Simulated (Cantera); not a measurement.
A perfectly stirred reactor is fed with CH4 : CO : O2 : N2 : CO2 = 1 : 0.082 : 2.04 : 7.67 : 0.44 (molar parts), at 5.00 bar; it is adiabatic with a 725 K inlet, and is followed from long to short residence time, starting on the burning branch (τ in s: 0.078, 0.037, 0.018, 0.0087, 0.0042, 0.002, 0.00097, 0.00047, 0.00022, 0.00011, 5.2e-05, 2.5e-05).

Detailed kinetics in Cantera: GRI-Mech 3.0 (53 species, 325 reactions).

x: mole fraction; the columns are a selection and need not sum to one.

```
τ (s)    T (K)     x CH4    x CO     x O2   x CH2CO    x C2H4    x CH2O
-------  -----  --------  ------  -------  --------  --------  --------
0.078     2407   8.26e-7  0.0150  0.00676  5.44e-10  1.47e-11   1.52e-7
0.037     2407   1.70e-6  0.0151  0.00700   1.14e-9  6.16e-11   3.14e-7
0.018     2404         ?  0.0154  0.00738         ?  2.36e-10         ?
0.0087    2399   6.53e-6  0.0160  0.00796   4.95e-9  8.62e-10   1.22e-6
0.0042    2389   1.24e-5  0.0170  0.00879   1.06e-8   2.90e-9   2.31e-6
0.0020    2371   2.29e-5  0.0188  0.01000   2.32e-8   8.94e-9   4.25e-6
0.00097   2345   4.04e-5  0.0213   0.0116   4.95e-8   2.39e-8   7.37e-6
0.00047   2309   7.02e-5  0.0246   0.0137   1.04e-7   5.85e-8   1.24e-5
0.00022   2262         ?       ?        ?         ?         ?         ?
0.00011   2210  0.000220  0.0330   0.0194   4.49e-7   3.34e-7   3.45e-5
5.2e-5    2144  0.000428  0.0385   0.0235   1.05e-6   9.40e-7   6.16e-5
2.5e-5    2065  0.000951  0.0453   0.0295   3.18e-6   3.57e-6  0.000121
```

Task: Complete the blanks.

Result: 
- 0.018, x CH4: 3.36e-6
- 0.018, x CH2CO: 2.36e-9
- 0.018, x CH2O: 6.25e-7
- 0.00022, x CH4: 0.000126
- 0.00022, x CO: 0.0287
- 0.00022, x O2: 0.0164
- 0.00022, x CH2CO: 2.21e-7
- 0.00022, x C2H4: 1.43e-7
- 0.00022, x CH2O: 2.11e-5
